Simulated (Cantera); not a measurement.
Input: 1 mol SiO2, 0.2 mol Si, 0.17 mol H2, equilibrated at 585 Torr.

Method: chemical equilibrium by Gibbs-energy minimisation in Cantera with the NASA 1993 tables (ideal gas, pure condensed phases). Candidate condensed phases: H2O, Si, SiO2; 18 gas species. Each liquid is taken as pure. Mutual solubility and eutectic melting of coexisting phases are not modelled. The tables hold silica as quartz up to 1696 K and as liquid above; real silica turns to tridymite and cristobalite and melts near 1996 K. Gases not in the tables: Si2H6 and higher silanes. Equilibrium is a limit: real reactors are often held back by kinetics, nucleation or transport. All values below are at 1850 K.

Base state: H2 0.905, SiO 0.0939, H 0.000580, H2O 7.00e-5, SiH2 3.82e-5 (mole fractions); condensed: Si(l) + SiO2(condensed).

Question: What changes in the equilibrium state with this change: 0.0018 mol CO2 added?

Answer: 
```
species                 before     after
--------------------  --------  --------
H2                       0.905     0.896
SiO                     0.0939    0.0939
CO                           0   0.00948
H                     0.000580  0.000577
SiH2                   3.82e-5   3.78e-5
H2O                    7.00e-5   6.92e-5
Si(l), mol               0.191     0.190
SiO2(condensed), mol     0.991     0.992
```
Further candidate phases: C, C6H6, C7H8, C8H18, SiC.

Question: What changes in the equilibrium state with this change: pressure from 585 Torr to 1580 Torr?

Answer: 
```
species                 before     after
--------------------  --------  --------
H2                       0.905     0.965
SiO                     0.0939    0.0349
H                     0.000580  0.000365
H2O                    7.00e-5   7.45e-5
SiH2                   3.82e-5   4.07e-5
Si(l), mol               0.191     0.197
SiO2(condensed), mol     0.991     0.997
```
